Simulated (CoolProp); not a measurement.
Computed with CoolProp (reference Helmholtz-energy equation of state, Lemmon 2006). It is a short technical equation, of lower accuracy than the large ones.

Question: For CH3F (R41), give the phase and the Z, cp (kJ/(kg K)), cv (kJ/(kg K)), isothermal compressibility (1/MPa) at 263.5 K and 0.209 MPa; 367.6 K and 2.11 MPa; 288.7 K and 15.1 MPa.

Answer: 
- 263.5 K and 0.209 MPa: gas; Z 0.973, cp 1.12, cv 0.842, isothermal compressibility 4.92
- 367.6 K and 2.11 MPa: gas; Z 0.912, cp 1.41, cv 1.04, isothermal compressibility 0.521
- 288.7 K and 15.1 MPa: liquid; Z 0.309, cp 2.33, cv 1.19, isothermal compressibility 0.00580
